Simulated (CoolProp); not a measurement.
c-C4F8 (RC318) at several states: fugacity coefficient from the reference equation and from simpler models built on Tc = 388.4 K, pc = 2778 kPa, ω = 0.355; each cubic takes its own stable root.

The numbers come from the reference Helmholtz-energy equation of state, Platzer 1990 in CoolProp. This equation is an older, rougher fit; its heat capacities, sound speeds and derivatives of the liquid may be far off and weren't checked against measurements.

```tsv
T (K)	p (kPa)	phase	reference	van der Waals	Redlich-Kwong	Soave-Redlich-Kwong	Peng-Robinson
373.6	3000	liquid	0.5227	0.6000	0.5500	0.5287	0.5091
360.9	5740	liquid	0.2623	0.3554	0.2959	0.2702	0.2554
339.6	66.7	gas	0.9876	0.9902	0.9880	0.9871	0.9861
397	217	gas	0.9762	0.9781	0.9751	0.9755	0.9726
394.4	51.8	gas	0.9942	0.9947	0.9939	0.9940	0.9933
```
